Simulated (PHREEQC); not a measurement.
PHREEQC input (ion-association model, wateq4f.dat):

```
SOLUTION_MASTER_SPECIES
  An  An-  0  An  62.0  # stands for a non-complexing anion
SOLUTION_SPECIES
  An- = An-
    -log_k 0
    -gamma 3.0 0
  PO4-3 + 3H+ = H3PO4  # constants of phreeqc.dat
    -log_k 21.721
    -delta_h -10.1 kJ
PHASES
  Fix_H+
    H+ = H+
    -log_k 0
SOLUTION 1
  temp 25
  units mmol/kgw
  pH 7 charge
  P 0.066
  Na 100.066
  An 100
END
SELECTED_OUTPUT 1
  -reset false
  -pH true
  -pe true
  -ionic_strength true
  -water true
  -totals Na P
  -molalities Hfo_wOH Hfo_wOH2+ Hfo_wO- Hfo_sOH Hfo_sOH2+ Hfo_sO- Hfo_wH2PO4 Hfo_wHPO4- Hfo_wPO4-2
USER_PUNCH 1
  -headings sigma psi
  10 PUNCH EDL("sigma", "Hfo"), EDL("psi", "Hfo")
PRINT
  -reset false
USE solution 1
SURFACE 1
  Hfo_wOH 0.00382022 600 1.7
  Hfo_sOH 9.55056e-05
EQUILIBRIUM_PHASES 1
  Fix_H+ -3 HAn 10
    -force_equality true
  O2(g) -0.68 10
END
# ... the last block is repeated for the other 16 points of pH, with NaOH or the acid as the point needs
```

Selected output (columns that matter, 17 of 17 rows; pH added in front):

```
pH	mu	Na	P	m_Hfo_wOH	m_Hfo_wOH2+	m_Hfo_wO-	m_Hfo_sOH	m_Hfo_sOH2+	m_Hfo_sO-	m_Hfo_wH2PO4	m_Hfo_wHPO4-	m_Hfo_wPO4-2	sigma	psi
3	0.10316	0.10007	1.7311e-09	6.7746e-05	0.0036864	2.8521e-08	1.7234e-06	9.3781e-05	7.2555e-10	4.5373e-05	2.0468e-05	1.568e-07	0.35565	0.1511
3.38	0.1024	0.10007	1.2372e-09	0.00015163	0.0036024	1.4622e-07	3.8575e-06	9.1644e-05	3.7197e-09	3.2173e-05	3.3242e-05	5.833e-07	0.3462	0.14991
3.75	0.10202	0.10007	8.6465e-10	0.0003093	0.0034443	6.3631e-07	7.8685e-06	8.7621e-05	1.6187e-08	2.0079e-05	4.4263e-05	1.657e-06	0.32956	0.14749
4.12	0.10176	0.10007	6.2757e-10	0.00056877	0.0031831	2.3282e-06	1.4469e-05	8.0977e-05	5.9227e-08	1.1553e-05	5.0672e-05	3.7744e-06	0.30306	0.14328
4.5	0.10151	0.10007	5.0918e-10	0.00093326	0.0028139	7.091e-06	2.3742e-05	7.1583e-05	1.8039e-07	6.4283e-06	5.2335e-05	7.2359e-06	0.26596	0.13669
4.88	0.10126	0.10007	4.8228e-10	0.001347	0.0023898	1.7392e-05	3.4267e-05	6.0796e-05	4.4245e-07	3.6492e-06	5.0488e-05	1.1863e-05	0.22313	0.12784
5.25	0.10103	0.10007	5.2703e-10	0.0017389	0.0019803	3.4982e-05	4.4238e-05	5.0378e-05	8.8992e-07	2.1677e-06	4.6727e-05	1.7105e-05	0.18105	0.11734
5.62	0.10082	0.10007	6.5353e-10	0.0020798	0.0016129	6.1438e-05	5.291e-05	4.1033e-05	1.563e-06	1.3288e-06	4.2061e-05	2.2609e-05	0.14225	0.10532
6	0.10064	0.10007	9.3217e-10	0.0023578	0.0012983	9.8096e-05	5.9982e-05	3.3028e-05	2.4955e-06	8.3196e-07	3.7088e-05	2.8079e-05	0.10761	0.091641
6.38	0.10048	0.10007	1.5702e-09	0.0025613	0.0010498	0.00014316	6.5158e-05	2.6705e-05	3.642e-06	5.4181e-07	3.2451e-05	3.3006e-05	0.078632	0.076747
6.75	0.10036	0.10007	3.2145e-09	0.0026969	0.00086462	0.00019271	6.8608e-05	2.1995e-05	4.9024e-06	3.726e-07	2.8529e-05	3.7095e-05	0.055463	0.06117
7.12	0.10026	0.10007	8.3484e-09	0.0027844	0.00072473	0.00024507	7.0834e-05	1.8437e-05	6.2345e-06	2.6787e-07	2.5263e-05	4.0461e-05	0.036486	0.044637
7.5	0.10017	0.10007	2.7786e-08	0.0028388	0.00061552	0.00029993	7.2217e-05	1.5658e-05	7.6301e-06	1.9879e-07	2.2505e-05	4.3268e-05	0.020299	0.02685
7.88	0.1001	0.10007	1.0751e-07	0.0028689	0.00052892	0.00035649	7.2982e-05	1.3455e-05	9.0686e-06	1.514e-07	2.0159e-05	4.5582e-05	0.006196	0.0085378
8.25	0.10004	0.10008	4.2923e-07	0.0028815	0.00045628	0.00041687	7.3295e-05	1.1606e-05	1.0604e-05	1.1623e-07	1.8019e-05	4.7436e-05	-0.0068572	-0.009442
8.62	0.10012	0.10023	1.7096e-06	0.0028786	0.00038768	0.00048965	7.3197e-05	9.8578e-06	1.2451e-05	8.6013e-08	1.5677e-05	4.8527e-05	-0.020557	-0.02717
9	0.10022	0.10041	6.4631e-06	0.0028546	0.00031674	0.00058935	7.2494e-05	8.0439e-06	1.4967e-05	5.652e-08	1.2504e-05	4.6976e-05	-0.036516	-0.044673
```

Species that the database lacks are ignored. H3PO4, which wateq4f.dat lacks, is added to it with the constant of phreeqc.dat. The oxide is taken as insoluble; below pH 4 it would dissolve.
